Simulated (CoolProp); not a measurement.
Vapour-liquid equilibrium of CH2F2 (R32) (1) + fluoroethane (R161) (2) at 0.402 MPa; x and y are mole fractions of (1).

The numbers come from the multi-fluid Helmholtz-energy mixture model, Tillner-Roth 1997 and Wu 2012; pair parameters Bell 2016 in CoolProp.

| x | bubble temperature, mixture model (°C) | bubble temperature, Raoult's law (°C) | y, mixture model | y, Raoult's law |
|---|---|---|---|---|
| 0.05 | -4.2 | -3.7 | 0.096 | 0.090 |
| 0.2 | -8.2 | -7.2 | 0.323 | 0.319 |
| 0.35 | -11.3 | -10.2 | 0.494 | 0.503 |
| 0.5 | -13.8 | -12.9 | 0.634 | 0.654 |
| 0.65 | -16.0 | -15.4 | 0.756 | 0.779 |
| 0.8 | -17.9 | -17.6 | 0.866 | 0.884 |
| 0.95 | -19.7 | -19.6 | 0.968 | 0.973 |

The largest gap from Raoult's law is -1.1 K in bubble temperature, at x = 0.35. No azeotrope shows between x = 0.05 and 0.95.

Pair parameters are fitted to limited data, so mixtures are less certain than the pure fluids.
